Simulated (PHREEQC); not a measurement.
# Acid mine or pickling water (model solution)

Model water analysis in mmol/kgw, 20 °C, pH 2.97, pe 10.2:

```tsv
constituent	mmol/kgw
Na	5.92
K	0.3
Ca	1.57
Mg	0.399
Cl	3.47
S(6)	4.36
O(0) (counted as O atoms)	0.0161
```

Valence states are taken as typed.

Model: ion-association model, phreeqc.dat, run in PHREEQC.

Each row changes one thing in this solution. Precipitation was switched off in this run.

```json
[
 {"case": "as made", "ionic strength (mol/kgw)": "0.0160", "SO4-2 (mol/kgw)": "0.00366", "Ca+2 (mol/kgw)": "0.00127", "Mg+2 (mol/kgw)": "0.000310", "CaSO4 (mol/kgw)": "0.000300", "HSO4- (mol/kgw)": "0.000238", "SI of Gypsum (CaSO4:2H2O)": "-1.17", "SI of Halite (NaCl)": "-6.37"},
 {"case": "O(0) from 0.0161 to 0.0322 mmol/kgw", "ionic strength (mol/kgw)": "0.0160", "SO4-2 (mol/kgw)": "0.00366", "Ca+2 (mol/kgw)": "0.00127", "Mg+2 (mol/kgw)": "0.000310", "CaSO4 (mol/kgw)": "0.000300", "HSO4- (mol/kgw)": "0.000238", "SI of Gypsum (CaSO4:2H2O)": "-1.17", "SI of Halite (NaCl)": "-6.37"},
 {"case": "all concentrations times 4 at the same typed pH", "ionic strength (mol/kgw)": "0.0578", "SO4-2 (mol/kgw)": "0.0134", "Ca+2 (mol/kgw)": "0.00428", "Mg+2 (mol/kgw)": "0.00102", "CaSO4 (mol/kgw)": "0.00198", "HSO4- (mol/kgw)": "0.000687", "SI of Gypsum (CaSO4:2H2O)": "-0.35", "SI of Halite (NaCl)": "-5.24"},
 {"case": "temperature from 20 to 45 °C at the same typed pH", "ionic strength (mol/kgw)": "0.0155", "SO4-2 (mol/kgw)": "0.00344", "Ca+2 (mol/kgw)": "0.00125", "Mg+2 (mol/kgw)": "0.000269", "CaSO4 (mol/kgw)": "0.000320", "HSO4- (mol/kgw)": "0.000393", "SI of Gypsum (CaSO4:2H2O)": "-1.20", "SI of Halite (NaCl)": "-6.39"},
 {"case": "O(0) from 0.0161 to 0.0483 mmol/kgw", "ionic strength (mol/kgw)": "0.0160", "SO4-2 (mol/kgw)": "0.00366", "Ca+2 (mol/kgw)": "0.00127", "Mg+2 (mol/kgw)": "0.000310", "CaSO4 (mol/kgw)": "0.000300", "HSO4- (mol/kgw)": "0.000238", "SI of Gypsum (CaSO4:2H2O)": "-1.17", "SI of Halite (NaCl)": "-6.37"}
]
```

Species that the database lacks are ignored. Away from 25 °C the constants follow the database's enthalpies or fits; those with neither stay at their 25 °C values.
